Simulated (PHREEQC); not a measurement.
Dissolve 0.0022 mol HF, 0.00013 mol Na2HPO4 and 0.038 mol KCl per kg of water at 70 °C. Closed to the air; pH follows from the charge balance.

All values are PHREEQC results (ion-association model, phreeqc.dat), not measurements.

pH: 3.24
ionic strength: 0.0389 mol/kgw
specific conductance: 11500 µS/cm
total alkalinity: -2.07 meq/kg

```json
[
 {"species": "Cl-", "molality": "0.0380", "activity": "0.0310", "log γ": "-0.088"},
 {"species": "K+", "molality": "0.0380", "activity": "0.0310", "log γ": "-0.089"},
 {"species": "HF", "molality": "0.00137", "activity": "0.00139", "log γ": "0.004"},
 {"species": "F-", "molality": "0.000817", "activity": "0.000665", "log γ": "-0.089"},
 {"species": "H+", "molality": "0.000679", "activity": "0.000579", "log γ": "-0.069"},
 {"species": "Na+", "molality": "0.000260", "activity": "0.000215", "log γ": "-0.083"},
 {"species": "H2PO4-", "molality": "0.000117", "activity": "9.70e-5", "log γ": "-0.081"},
 {"species": "H3PO4", "molality": "1.31e-5", "activity": "1.32e-5", "log γ": "0.004"},
 {"species": "HF2-", "molality": "4.91e-6", "activity": "4.03e-6", "log γ": "-0.085"}
]
```

No solid was allowed to form. Complexes and solids missing from the database can't appear. Constants without temperature data keep their 25 °C values here.
